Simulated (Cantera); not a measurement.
A perfectly stirred reactor is fed with CH₄ : H₂O = 1 : 2 (molar parts), at 4.50 bar; it is held at 1525 K, and followed from long to short residence time.

Computed with Cantera and GRI-Mech 3.0 (53 species, 325 reactions).

x: mole fraction; the columns are a selection and need not sum to one.

| τ (s) | x CH₄ | x H₂O | x H₂ | x CH₂ | x H |
|---|---|---|---|---|---|
| 11 | 0.0939 | 0.347 | 0.425 | 7.74e-10 | 7.25e-6 |
| 4.8 | 0.106 | 0.392 | 0.381 | 1.19e-9 | 6.81e-6 |
| 2.1 | 0.116 | 0.439 | 0.336 | 1.78e-9 | 6.29e-6 |
| 0.93 | 0.126 | 0.486 | 0.292 | 2.48e-9 | 5.66e-6 |
| 0.41 | 0.142 | 0.530 | 0.245 | 3.14e-9 | 4.85e-6 |
| 0.18 | 0.172 | 0.569 | 0.193 | 3.54e-9 | 3.87e-6 |
| 0.079 | 0.212 | 0.601 | 0.139 | 3.60e-9 | 2.87e-6 |
| 0.035 | ? | 0.626 | ? | 3.44e-9 | ? |
| 0.015 | 0.287 | 0.646 | ? | 3.18e-9 | ? |
| 0.0067 | 0.309 | 0.657 | 0.0239 | 2.95e-9 | 6.52e-7 |
| 0.0030 | 0.322 | 0.663 | 0.00996 | 2.67e-9 | 3.20e-7 |

Question: Fill in the missing entries.

Answer: 
- 0.035, x CH₄: 0.253
- 0.035, x H₂: 0.0891
- 0.035, x H: 1.97e-6
- 0.015, x H₂: 0.0490
- 0.015, x H: 1.19e-6
